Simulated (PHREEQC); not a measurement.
PHREEQC input (ion-association model, wateq4f.dat):

```
SOLUTION 1
  temp 25
  units mol/kgw
  pH 7 charge
END
SELECTED_OUTPUT 1
  -reset false
  -pH true
  -pe true
  -ionic_strength true
  -water true
  -totals Ag Cl Mn Mn(2) Mn(3) Mn(6) Mn(7)
  -molalities H+ Ag+ Cl- Mn+2 O2 OH- Mn+3 MnCl+ MnCl2 MnCl3-
    MnOH+ Mn(OH)3- MnO4- MnO4-2 AgCl AgCl2- AgCl3-2 AgCl4-3 AgOH Ag(OH)2-
  -equilibrium_phases Cerargyrite Pyrochroite Ag2O
PRINT
  -reset false
USE solution 1
REACTION 1
  MnCl2 1
  0 0.00208 0.00417 0.00625 0.00833 0.0104 0.0125 0.0146 0.0167 0.0187 0.0208 0.0229 0.025 moles
EQUILIBRIUM_PHASES 1
  Cerargyrite 0 0.2
  Pyrochroite 0 0
  Ag2O 0 0
END
```

Selected output (columns that matter, 13 of 13 rows; MnCl2 added (mol) added in front):

```
MnCl2 added (mol)	pH	mu	Ag	Cl	Mn	m_H+	m_Ag+	m_Cl-	m_Mn+2	m_OH-	m_MnCl+	m_AgCl2-	Cerargyrite
0	6.9995	1.3493e-05	1.3724e-05	1.3724e-05	0	1.0055e-07	1.3393e-05	1.3392e-05	0	1.0042e-07	0	4.4346e-10	0.19999
0.00208	6.6561	0.0061897	5.1901e-07	0.0041605	0.00208	2.3791e-07	5.0875e-08	0.0041348	0.0020547	4.9359e-08	2.5065e-05	1.3677e-07	0.2
0.00417	6.5502	0.012331	6.3288e-07	0.0083406	0.00417	3.1079e-07	2.7081e-08	0.0082503	0.0040805	3.9881e-08	8.8957e-05	2.726e-07	0.2
0.00625	6.4871	0.018382	7.6215e-07	0.012501	0.00625	3.6498e-07	1.8932e-08	0.012315	0.0060661	3.5257e-08	0.00018285	4.0642e-07	0.2
0.00833	6.4423	0.02438	8.9607e-07	0.016661	0.00833	4.0942e-07	1.4746e-08	0.016354	0.0080255	3.2368e-08	0.00030251	5.3904e-07	0.2
0.0104	6.4079	0.030303	1.0319e-06	0.020801	0.0104	4.4743e-07	1.2189e-08	0.020349	0.0099525	3.0347e-08	0.00044421	6.699e-07	0.2
0.0125	6.3795	0.036268	1.1716e-06	0.025001	0.0125	4.815e-07	1.0426e-08	0.024381	0.011886	2.8802e-08	0.00060878	8.016e-07	0.2
0.0146	6.3558	0.042194	1.3131e-06	0.029201	0.0146	5.1217e-07	9.1488e-09	0.028393	0.0138	2.7585e-08	0.00079254	9.3229e-07	0.2
0.0167	6.3353	0.048083	1.4563e-06	0.033401	0.0167	5.4018e-07	8.1773e-09	0.032386	0.015696	2.6591e-08	0.00099406	1.062e-06	0.2
0.0187	6.3182	0.053659	1.5945e-06	0.037402	0.0187	5.6483e-07	7.4445e-09	0.036172	0.017485	2.5797e-08	0.0012014	1.1847e-06	0.2
0.0208	6.3022	0.059482	1.7414e-06	0.041602	0.0208	5.8895e-07	6.8183e-09	0.040131	0.019349	2.5082e-08	0.0014344	1.3126e-06	0.2
0.0229	6.2878	0.065273	1.8903e-06	0.045802	0.0229	6.1155e-07	6.3002e-09	0.044074	0.021197	2.4462e-08	0.0016821	1.4396e-06	0.2
0.025	6.2747	0.071035	2.0414e-06	0.050002	0.025	6.3284e-07	5.8638e-09	0.048003	0.02303	2.3918e-08	0.0019438	1.5658e-06	0.2
```

Complexes and solids missing from the database can't appear.
